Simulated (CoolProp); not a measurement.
R1233zd(E) along the isotherm 176.85 °C: Z from the reference equation and from simpler models built on Tc = 165.7 °C, pc = 3.583 MPa, ω = 0.304; each cubic takes its own stable root.

Values from CoolProp's reference Helmholtz-energy equation of state, Akasaka 2022.

```csv
p (MPa),phase,reference
1.12,gas,0.8910
2.24,gas,0.7622
3.36,gas,0.5890
4.48,supercritical,0.2674
5.6,supercritical,0.2667
6.72,supercritical,0.2978
7.84,supercritical,0.3325
8.96,supercritical,0.3681
10.1,supercritical,0.4045
11.2,supercritical,0.4395
12.3,supercritical,0.4743
13.4,supercritical,0.5089
14.6,supercritical,0.5464
15.7,supercritical,0.5805
16.8,supercritical,0.6143
17.9,supercritical,0.6479
```

Problem. How far does each simpler model (van der Waals, Soave-Redlich-Kwong, Peng-Robinson) lie from the reference over these 16 states: mean and median of the absolute difference, and the worst?

Solution. 
- van der Waals: mean 31.2 %, median 38.2 %, worst +39.2 % at 176.85 °C and 7.84 MPa
- Soave-Redlich-Kwong: mean 12.5 %, median 12.3 %, worst +24.6 % at 176.85 °C and 4.48 MPa
- Peng-Robinson: mean 3.7 %, median 1.5 %, worst +15.5 % at 176.85 °C and 4.48 MPa
